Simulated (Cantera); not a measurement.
A perfectly stirred reactor is fed with H2 : O2 : N2 : H2O = 1.2 : 1 : 12 : 0.13 (molar parts), equivalence ratio 0.60, at 0.280 bar; it is held at 1200 K, and followed from long to short residence time.

Model: GRI-Mech 3.0 (53 species, 325 reactions), integrated in Cantera. The temperature is held fixed by assumption; the heat of reaction is taken as removed at once.

### Question
Predict: x(H2) at τ = 13.0 s; x(O2) at τ = 13.0 s; x(OH) at τ = 13.0 s; x(H) at τ = 13.0 s; x(H2O2) at τ = 13.0 s; x(H2) at τ = 0.140 s; x(O2) at τ = 0.140 s; x(OH) at τ = 0.140 s; x(H) at τ = 0.140 s; x(H2O2) at τ = 0.140 s.

### Answer
x(H2) at τ = 13.0 s: 2.99e-5
x(O2) at τ = 13.0 s: 0.0291
x(OH) at τ = 13.0 s: 7.63e-5
x(H) at τ = 13.0 s: 1.62e-6
x(H2O2) at τ = 13.0 s: 9.97e-8
x(H2) at τ = 0.140 s: 0.000590
x(O2) at τ = 0.140 s: 0.0293
x(OH) at τ = 0.140 s: 0.000349
x(H) at τ = 0.140 s: 0.000149
x(H2O2) at τ = 0.140 s: 6.01e-7
